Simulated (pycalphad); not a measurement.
CALPHAD calculation (pycalphad, COST 507 light-alloy database (1999)), 1 atm. These are 1990s assessments: newer ones move some temperatures and phases.

# Al-7.508Mn-3.918Si (wt.%): equilibrium cooling sequence

```json
[
 {"T (°C)": "785.5", "phases above": "liquid", "phases below": "ALMNSI_BETA + liquid"},
 {"T (°C)": "720.3", "phases above": "ALMNSI_BETA + liquid", "phases below": "ALMNSI_ALPHA + ALMNSI_BETA + liquid"},
 {"T (°C)": "715.8", "phases above": "ALMNSI_ALPHA + ALMNSI_BETA + liquid", "phases below": "ALMNSI_ALPHA + liquid"},
 {"T (°C)": "644.5", "phases above": "ALMNSI_ALPHA + liquid", "phases below": "ALMNSI_ALPHA + fcc + liquid"},
 {"T (°C)": "577.4", "phases above": "ALMNSI_ALPHA + fcc + liquid", "phases below": "ALMNSI_ALPHA + fcc"},
 {"T (°C)": "574.5", "phases above": "ALMNSI_ALPHA + fcc", "phases below": "ALMNSI_ALPHA + diamond (Si) + fcc"}
]
```

Changes were sought between steps of 40 K, so a narrower field can be missed.

Database names, with the compositions (at.%) that they take in these runs: ALMNSI_BETA: Al 68 Mn 23 Si 9; ALMNSI_ALPHA: Al 70-72 Mn 17 Si 10-13.
